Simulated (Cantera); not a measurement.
A closed system holds: 1 mol SiHCl₃, a varied amount of NH₃, 64 mol N₂, at 2048 K and 75.0 Torr.

Method: chemical equilibrium by Gibbs-energy minimisation in Cantera with the NASA 1993 tables (ideal gas, pure condensed phases). Candidate condensed phases: NH₄Cl, Si, Si₃N₄; 28 gas species. The tables' values for SiCl, SiCl₃, SiN are old estimates; treat these amounts as uncertain. Kinetics and transport are ignored.

log p: log10 of the partial pressure in bar; n: condensed amount in mol.

```json
[
 {"n(NH₃) (mol)": "0.42", "log p N₂": "-1.02", "log p H₂": "-3.04", "log p HCl": "-2.83", "log p SiCl₂": "-2.84", "log p H": "-4.17", "log p Cl": "-4.09", "n Si(l)": "0"},
 {"n(NH₃) (mol)": "0.51", "log p N₂": "-1.02", "log p H₂": "-2.96", "log p HCl": "-2.83", "log p SiCl₂": "-2.85", "log p H": "-4.13", "log p Cl": "-4.13", "n Si(l)": "0"},
 {"n(NH₃) (mol)": "0.62", "log p N₂": "-1.02", "log p H₂": "-2.87", "log p HCl": "-2.82", "log p SiCl₂": "-2.85", "log p H": "-4.09", "log p Cl": "-4.17", "n Si(l)": "0"},
 {"n(NH₃) (mol)": "0.75", "log p N₂": "-1.02", "log p H₂": "-2.80", "log p HCl": "-2.82", "log p SiCl₂": "-2.85", "log p H": "-4.05", "log p Cl": "-4.20", "n Si(l)": "0"},
 {"n(NH₃) (mol)": "0.91", "log p N₂": "-1.02", "log p H₂": "(withheld)", "log p HCl": "-2.82", "log p SiCl₂": "-2.86", "log p H": "-4.01", "log p Cl": "-4.24", "n Si(l)": "0"},
 {"n(NH₃) (mol)": "1.1", "log p N₂": "-1.02", "log p H₂": "-2.63", "log p HCl": "-2.81", "log p SiCl₂": "-2.86", "log p H": "-3.97", "log p Cl": "-4.27", "n Si(l)": "0"},
 {"n(NH₃) (mol)": "1.3", "log p N₂": "-1.03", "log p H₂": "-2.56", "log p HCl": "-2.81", "log p SiCl₂": "-2.87", "log p H": "-3.93", "log p Cl": "-4.31", "n Si(l)": "0"},
 {"n(NH₃) (mol)": "1.6", "log p N₂": "-1.03", "log p H₂": "-2.48", "log p HCl": "-2.80", "log p SiCl₂": "-2.88", "log p H": "-3.89", "log p Cl": "-4.34", "n Si(l)": "0"},
 {"n(NH₃) (mol)": "2", "log p N₂": "-1.03", "log p H₂": "-2.39", "log p HCl": "-2.80", "log p SiCl₂": "-2.89", "log p H": "-3.84", "log p Cl": "-4.38", "n Si(l)": "0"},
 {"n(NH₃) (mol)": "2.4", "log p N₂": "-1.04", "log p H₂": "(withheld)", "log p HCl": "-2.79", "log p SiCl₂": "-2.90", "log p H": "-3.81", "log p Cl": "-4.41", "n Si(l)": "(withheld)"},
 {"n(NH₃) (mol)": "2.9", "log p N₂": "-1.04", "log p H₂": "-2.24", "log p HCl": "-2.76", "log p SiCl₂": "-2.93", "log p H": "-3.77", "log p Cl": "-4.42", "n Si(l)": "0.0508"},
 {"n(NH₃) (mol)": "3.5", "log p N₂": "-1.05", "log p H₂": "-2.16", "log p HCl": "-2.74", "log p SiCl₂": "-2.96", "log p H": "-3.73", "log p Cl": "-4.44", "n Si(l)": "0.0924"}
]
```

Task: Fill in the missing entries.

Result: 
- 2.4, log p H₂: -2.31
- 2.4, n Si(l): 0.0107
- 0.91, log p H₂: -2.71
